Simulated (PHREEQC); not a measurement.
PHREEQC input (ion-association model, wateq4f.dat):

```
SOLUTION_MASTER_SPECIES
  An  An-  0  An  62.0  # stands for a non-complexing anion
SOLUTION_SPECIES
  An- = An-
    -log_k 0
    -gamma 3.0 0
PHASES
  Fix_H+
    H+ = H+
    -log_k 0
SOLUTION 1
  temp 25
  units mmol/kgw
  pH 7 charge
  S(6) 0.029
  Zn 0.029
  Na 300
  An 300
END
SELECTED_OUTPUT 1
  -reset false
  -pH true
  -pe true
  -ionic_strength true
  -water true
  -totals Na S Zn S(-2) S(6)
  -molalities Hfo_wOH Hfo_wOH2+ Hfo_wO- Hfo_sOH Hfo_sOH2+ Hfo_sO- Hfo_sOZn+ Hfo_wOZn+ Hfo_wSO4- Hfo_wOHSO4-2
  -saturation_indices Zn(OH)2-e Zn4(OH)6SO4 Mirabilite Goslarite
USER_PUNCH 1
  -headings sigma psi
  10 PUNCH EDL("sigma", "Hfo"), EDL("psi", "Hfo")
PRINT
  -reset false
USE solution 1
SURFACE 1
  Hfo_wOH 0.000175281 600 0.078
  Hfo_sOH 4.38202e-06
EQUILIBRIUM_PHASES 1
  Fix_H+ -4 HAn 10
    -force_equality true
  O2(g) -0.68 10
END
# ... the last block is repeated for the other 16 points of pH, with NaOH or the acid as the point needs
```

Selected output (columns that matter, 17 of 17 rows; pH added in front):

```
pH	mu	Na	S	Zn	m_Hfo_wOH	m_Hfo_wOH2+	m_Hfo_wO-	m_Hfo_sOH	si_Zn(OH)2-e	si_Zn4(OH)6SO4	si_Mirabilite	si_Goslarite	sigma	psi
4	0.30029	0.3	1.6361e-05	2.8998e-05	7.1494e-06	0.00015549	7.5309e-09	1.9255e-07	-8.5841	-30.255	-5.7836	-8.6737	0.30098	0.11551
4.38	0.30022	0.3	1.7343e-05	2.899e-05	1.4915e-05	0.00014867	3.4276e-08	3.9855e-07	-7.8242	-27.949	-5.7576	-8.6478	0.28667	0.11307
4.75	0.30018	0.3	1.8975e-05	2.895e-05	2.7606e-05	0.00013752	1.2695e-07	7.24e-07	-7.0848	-25.692	-5.7183	-8.6091	0.26428	0.109
5.12	0.30016	0.3	2.1253e-05	2.8771e-05	4.5363e-05	0.00012177	3.8713e-07	1.127e-06	-6.3475	-23.434	-5.6689	-8.5624	0.23423	0.103
5.5	0.30015	0.3	2.3869e-05	2.8092e-05	6.6737e-05	0.00010237	9.9667e-07	1.3801e-06	-5.5979	-21.145	-5.6184	-8.5224	0.19868	0.094897
5.88	0.30013	0.3	2.6136e-05	2.6554e-05	8.785e-05	8.2226e-05	2.1502e-06	1.085e-06	-4.8625	-18.924	-5.579	-8.5075	0.16228	0.08511
6.25	0.30012	0.3	2.7625e-05	2.4698e-05	0.00010506	6.4144e-05	3.9419e-06	5.1103e-07	-4.1541	-16.806	-5.5549	-8.5151	0.1286	0.074198
6.62	0.3001	0.3	2.8421e-05	2.2064e-05	0.00011704	4.8355e-05	6.4897e-06	1.7919e-07	-3.4636	-14.772	-5.5425	-8.5521	0.098573	0.062344
7	0.30008	0.3	2.8772e-05	1.6356e-05	0.00012276	3.3701e-05	1.0244e-05	6.6061e-08	-2.8348	-13.011	-5.5372	-8.678	0.073579	0.050366
7.38	0.30007	0.30001	2.8909e-05	8.597e-06	0.00012179	2.1595e-05	1.5736e-05	3.4428e-08	-2.3573	-11.859	-5.535	-8.9585	0.053792	0.039119
7.75	0.30007	0.30003	2.8966e-05	3.2651e-06	0.00011737	1.4078e-05	2.2415e-05	2.4994e-08	-2.0473	-11.358	-5.5341	-9.3876	0.035732	0.027271
8.12	0.30007	0.30005	2.8989e-05	1.0147e-06	0.00011236	9.8135e-06	2.9469e-05	2.1669e-08	-1.8472	-11.298	-5.5337	-9.9271	0.017123	0.013533
8.5	0.30008	0.30006	2.8997e-05	3.3073e-07	0.00010695	7.1001e-06	3.6909e-05	2.0053e-08	-1.6943	-11.446	-5.5335	-10.534	-0.0023732	-0.001897
8.88	0.30009	0.30008	2.8999e-05	1.7598e-07	0.00010068	5.1646e-06	4.4964e-05	1.8758e-08	-1.5533	-11.642	-5.5335	-11.153	-0.022648	-0.017752
9.25	0.30011	0.30011	2.9e-05	1.7096e-07	9.3193e-05	3.6897e-06	5.3923e-05	1.736e-08	-1.4072	-11.797	-5.5334	-11.747	-0.044152	-0.032986
9.62	0.30015	0.30015	2.9e-05	2.2835e-07	8.391e-05	2.5027e-06	6.445e-05	1.5667e-08	-1.2396	-11.867	-5.5333	-12.319	-0.068427	-0.047597
10	0.30024	0.30025	2.9e-05	3.6471e-07	7.227e-05	1.5503e-06	7.7179e-05	1.3569e-08	-1.0341	-11.805	-5.5331	-12.874	-0.096921	-0.061609
```

Complexes and solids missing from the database can't appear.
